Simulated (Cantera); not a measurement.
Cantera run:

```python
import numpy as np
import cantera as ct

gas_names = """
    CL CL2 Fe FeCL FeCL2 FeCL3 Fe2CL4 Fe2CL6 H HCL H2 N NH NH2 NH3 N2 N2H2 N2H4
""".split()
cond_names = """
    Fe(a) Fe(c) Fe(d) Fe(L) FeCL2(s) FeCL2(L) FeCL3(s) FeCL3(L) NH4CL(a) NH4CL(b)
""".split()


def load(file, names, dense=False):
    # The tables refer to 1 bar. Condensed volumes are neglected.
    table = {s.name: s for s in ct.Species.list_from_file(file)}
    out = []
    for n in names:
        d = dict(table[n].input_data)
        d["thermo"] = dict(d["thermo"], **{"reference-pressure": 1e5})
        if dense:
            d["equation-of-state"] = {"model": "constant-volume", "density": "1e6 g/cm^3"}
        out.append(ct.Species.from_dict(d))
    return out


gas = ct.Solution(thermo="ideal-gas", species=load("nasa_gas.yaml", gas_names))
cond = {s.name: ct.Solution(thermo="fixed-stoichiometry", species=[s], name=s.name)
        for s in load("nasa_condensed.yaml", cond_names, dense=True)}
atoms = {
    'FeCl3': {'Fe': 1, 'CL': 3},
    'N2': {'N': 2},
    'HCl': {'H': 1, 'CL': 1},
}
top_T = {}  # K; cautious upper limits of use, not melting points


def equilibrate(T, P, feed):
    n = {}
    for name, mol in feed.items():
        for a, k in atoms[name].items():
            n[a] = n.get(a, 0.0) + k * mol
    gas.TPX = T, P, n
    mass = sum(n.values()) * gas.mean_molecular_weight
    gas.equilibrate("TP")
    valid = [c for c in cond.values() if c.min_temp <= T <= top_T.get(c.name, c.max_temp)]
    mix = ct.Mixture([(gas, mass / gas.mean_molecular_weight)] + [(c, 0.0) for c in valid])
    mix.T, mix.P = T, P
    mix.equilibrate("TP", solver="vcs", rtol=1e-11, max_steps=5000)
    return mix


results = []
feed = {'FeCl3': 1, 'N2': 410, 'HCl': 0.051}  # mol
P = 100000  # Pa
for T in [1075, 1150, 1225, 1300, 1375, 1450, 1525, 1600, 1675, 1750, 1825, 1900, 1975, 2050]:
    mix = equilibrate(T, P, feed)
    results.append((T, P, feed, dict(zip(mix.species_names, mix.species_moles))))

top = {s: max(r[3][s] / sum(r[3][g] for g in gas_names) for r in results) for s in gas_names}
cols = sorted((s for s in top if top[s] > 1e-05), key=lambda s: -top[s])[:7]
seen = [c for c in cond_names if any(r[3].get(c, 0) > 1e-12 for r in results)]
print("log10 of partial pressures in bar; condensed amounts in mol")
print(f"{'T/K':>10s}" + "".join(f"{s[:9]:>10s}" for s in cols + seen))
for T, P, feed, n in results:
    ng = sum(n[g] for g in gas_names)
    print(f"{T:10.4g}" + "".join(f"{np.log10(max(n[s] / ng * P / 1e5, 1e-99)):10.3f}" for s in cols)
          + "".join(f"{n.get(c, 0):10.4g}" for c in seen))
```

Output:

```
log10 of partial pressures in bar; condensed amounts in mol
       T/K        N2     FeCL2        CL     FeCL3       CL2       HCL
      1075    -0.001    -3.114    -4.670    -2.781    -3.425    -3.906
      1150    -0.001    -2.947    -4.198    -2.887    -3.272    -3.907
      1225    -0.001    -2.828    -3.803    -3.026    -3.177    -3.907
      1300    -0.002    -2.747    -3.475    -3.196    -3.137    -3.907
      1375    -0.002    -2.694    -3.208    -3.393    -3.153    -3.907
      1450    -0.002    -2.661    -2.999    -3.614    -3.228    -3.907
      1525    -0.002    -2.640    -2.845    -3.858    -3.367    -3.907
      1600    -0.002    -2.629    -2.742    -4.123    -3.567    -3.907
      1675    -0.002    -2.622    -2.682    -4.402    -3.815    -3.907
      1750    -0.002    -2.619    -2.649    -4.682    -4.088    -3.907
      1825    -0.002    -2.617    -2.633    -4.955    -4.365    -3.907
      1900    -0.002    -2.616    -2.624    -5.214    -4.635    -3.907
      1975    -0.002    -2.616    -2.620    -5.457    -4.892    -3.908
      2050    -0.002    -2.615    -2.618    -5.685    -5.133    -3.908
```

Equilibrium computed with Cantera from the NASA thermochemical tables; the gas is ideal and each condensed phase is pure.
